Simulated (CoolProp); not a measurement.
c-C4F8 (RC318) along the isotherm 152.35 °C: Z from the reference equation and from simpler models built on Tc = 115.2 °C, pc = 2.778 MPa, ω = 0.355; each cubic takes its own stable root.

Model: reference Helmholtz-energy equation of state, Platzer 1990, in CoolProp. This equation is an older, rougher fit; its heat capacities, sound speeds and derivatives of the liquid may be far off and weren't checked against measurements.

```csv
p (MPa),phase,reference,van der Waals,Soave-Redlich-Kwong,Peng-Robinson
0.022,gas,0.9981,0.9981,0.9981,0.9978
0.0331,gas,0.9972,0.9972,0.9971,0.9967
0.05,gas,0.9957,0.9957,0.9956,0.9950
0.0754,gas,0.9935,0.9935,0.9934,0.9924
0.114,gas,0.9901,0.9902,0.9899,0.9885
0.172,gas,0.9851,0.9851,0.9848,0.9826
0.259,gas,0.9774,0.9775,0.9770,0.9738
0.39,gas,0.9658,0.9658,0.9652,0.9604
0.589,gas,0.9477,0.9475,0.9469,0.9397
0.889,gas,0.9196,0.9190,0.9188,0.9081
1.34,gas,0.8754,0.8731,0.8749,0.8593
2.02,gas,0.8031,0.7950,0.8044,0.7821
3.05,supercritical,0.6770,0.6407,0.6858,0.6562
4.6,supercritical,0.4670,0.4302,0.5112,0.4802
6.94,supercritical,0.4411,0.5216,0.4974,0.4575
```
